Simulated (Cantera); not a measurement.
# Pyrogenic steam for wet oxidation

An isothermal, constant-pressure homogeneous reactor starts with 1.96 % H₂, 5.77 % O₂, 92.3 % N₂, at 1025 K and 0.250 bar.

Model: the H2/O2 subset of GRI-Mech 3.0, which has no nitrogen chemistry, integrated in Cantera.

```
t (s)         x H₂    x O₂     x H₂O    x H₂O₂       x H
--------  --------  ------  --------  --------  --------
2.00e-5     0.0196  0.0577    <1e-12    <1e-12  7.45e-12
5.87e-5     0.0196  0.0577  5.12e-12    <1e-12  2.22e-11
0.000172    0.0196  0.0577  8.19e-11    <1e-12  9.74e-11
0.000505    0.0196  0.0577   3.21e-9    <1e-12   2.00e-9
0.00148     0.0196  0.0577   1.40e-5   2.27e-9   7.96e-6
0.00435   0.000582  0.0484    0.0190   6.27e-7  0.000230
0.0128     7.39e-5  0.0484    0.0197   2.42e-7   2.94e-6
0.0374     1.39e-5  0.0483    0.0198   8.15e-8   1.84e-7
0.110      1.89e-6  0.0483    0.0198   2.11e-8   1.23e-8
0.322      1.60e-7  0.0483    0.0198   4.89e-9  8.28e-10
0.945      1.01e-8  0.0483    0.0198   1.22e-9  8.01e-11
2.77       1.45e-9  0.0483    0.0198  3.56e-10  1.17e-11
8.13      4.06e-10  0.0483    0.0198  1.15e-10  2.09e-12
23.9      1.32e-10  0.0483    0.0198  3.92e-11    <1e-12
70.0      5.22e-11  0.0483    0.0198  1.51e-11    <1e-12
```
x: mole fraction; the columns are a selection and need not sum to one.

Equilibrium at this temperature and pressure: H₂ 3.28e-11, O₂ 0.0483, H₂O 0.0198, H₂O₂ 8.38e-12, H <1e-12 (gas phase only).
